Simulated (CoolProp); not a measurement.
Properties of oxygen along the isobar 1.01 bar.

The numbers come from the reference Helmholtz-energy equation of state, Schmidt 1985 in CoolProp. Above 300 K oxygen's equation is extrapolated.

```tsv
T (K)	phase	speed of sound (m/s)	expansivity (1/kK)	fugacity coefficient
116	gas	203.7	9.013	0.9847
133.5	gas	219.1	7.719	0.9898
151	gas	233.5	6.764	0.9929
168.4	gas	246.9	6.032	0.9949
185.9	gas	259.6	5.444	0.9962
203.4	gas	271.6	4.963	0.9971
220.8	gas	283.1	4.563	0.9978
238.3	gas	294.1	4.222	0.9983
255.8	gas	304.7	3.929	0.9987
273.2	gas	314.8	3.675	0.9990
290.7	gas	324.7	3.452	0.9993
308.1	gas	334.1	3.255	0.9995
325.6	gas	343.2	3.079	0.9996
343.1	gas	352.1	2.921	0.9997
360.5	gas	360.6	2.779	0.9998
378	gas	368.9	2.650	0.9999
```
